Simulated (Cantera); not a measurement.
Input (Python, Cantera):

```python
import numpy as np
import cantera as ct

gas = ct.Solution("gri30.yaml")
gas.TPX = 1748, 220000, {'CH4': 1, 'O2': 1.33, 'N2': 9.87}
reactor = ct.IdealGasReactor(gas, energy="on", clone=False)
net = ct.ReactorNet([reactor])
net.rtol, net.atol = 1e-08, 1e-16
show = ['CH4', 'O2', 'C2H6', 'H2O', 'CO', 'HCO', 'HO2']
times = np.geomspace(2e-06, 8, 10)

steps = ct.SolutionArray(gas, extra=["t"])
rows = []
print(f"{'t/s':>10s}{'T/K':>9s}{'P/Pa':>11s}" + "".join(f"{s:>11s}" for s in show))
for t in times:
    while net.time < t:
        t_next = net.step()
        steps.append(gas.state, t=t_next)
    rows.append([np.interp(t, steps.t, y) for y in (steps.T, steps.P, *steps(*show).X.T)])
    print(f"{t:10.3e}{rows[-1][0]:9.1f}{rows[-1][1]:11.4g}" + "".join(f"{x:11.3e}" for x in rows[-1][2:]))
rate = np.gradient(steps.T, steps.t)
print("integrator steps:", len(steps.t))
if steps.T.max() > steps.T[0] + 200:
    print(f"time of steepest temperature rise: {steps.t[rate.argmax()]:.4e} s")
gas.TPX = 1748, 220000, {'CH4': 1, 'O2': 1.33, 'N2': 9.87}
gas.equilibrate("UV")
print(f"equilibrium (UV): T = {gas.T:.1f} K  " + "  ".join(f"{s} {gas[s].X[0]:.3e}" for s in show))
```

Result:

```
       t/s      T/K       P/Pa        CH4         O2       C2H6        H2O         CO        HCO        HO2
 2.000e-06   1747.9    2.2e+05  8.195e-02  1.090e-01  4.700e-09  3.366e-06  2.603e-09  2.469e-11  1.904e-06
 1.083e-05   1747.5  2.199e+05  8.182e-02  1.090e-01  1.003e-06  3.942e-05  3.308e-07  1.672e-09  7.457e-06
 5.863e-05   1750.8  2.205e+05  7.946e-02  1.079e-01  2.141e-04  1.243e-03  1.898e-04  3.418e-07  2.503e-05
 3.175e-04   2787.2  3.733e+05  8.116e-13  5.874e-04  6.956e-25  1.012e-01  5.836e-02  1.856e-07  4.780e-07
 1.719e-03   2781.6  3.726e+05  8.929e-13  5.300e-04  8.116e-25  1.008e-01  5.857e-02  1.832e-07  4.337e-07
 9.308e-03   2781.3  3.726e+05  8.952e-13  5.282e-04  8.154e-25  1.008e-01  5.858e-02  1.831e-07  4.323e-07
 5.040e-02   2781.3  3.726e+05  8.952e-13  5.282e-04  8.154e-25  1.008e-01  5.858e-02  1.831e-07  4.323e-07
 2.729e-01   2781.3  3.726e+05  8.952e-13  5.282e-04  8.154e-25  1.008e-01  5.858e-02  1.831e-07  4.323e-07
 1.478e+00   2781.3  3.726e+05  8.952e-13  5.282e-04  8.154e-25  1.008e-01  5.858e-02  1.831e-07  4.323e-07
 8.000e+00   2781.3  3.726e+05  8.952e-13  5.282e-04  8.154e-25  1.008e-01  5.858e-02  1.831e-07  4.323e-07
integrator steps: 1745
time of steepest temperature rise: 1.3411e-04 s
equilibrium (UV): T = 2781.3 K  CH4 1.035e-12  O2 5.282e-04  C2H6 1.048e-24  H2O 1.008e-01  CO 5.858e-02  HCO 1.831e-07  HO2 4.323e-07
```

Cantera simulation using GRI-Mech 3.0 (53 species, 325 reactions); the numbers are that mechanism's predictions, not measurements.
